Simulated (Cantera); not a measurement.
Feed: 1 mol toluene, 2 mol CO₂, 30 mol H₂, equilibrated at 63.0 mbar.

These are equilibrium values from Cantera (NASA tables, ideal gas, pure condensed phases), not measurements of a reactor. Candidate condensed phases: C, C₆H₆, C₇H₈, C₈H₁₈, H₂O; 110 gas species. Rates play no part.

**Question.** At 1675 °C, list the 4 most abundant gas species with their mole fractions, and the condensed phases.

**Answer.** H₂ 0.890, CO 0.105, H 0.00425, C₂H₂ (acetylene) 0.000480. Condensed: C(graphite).
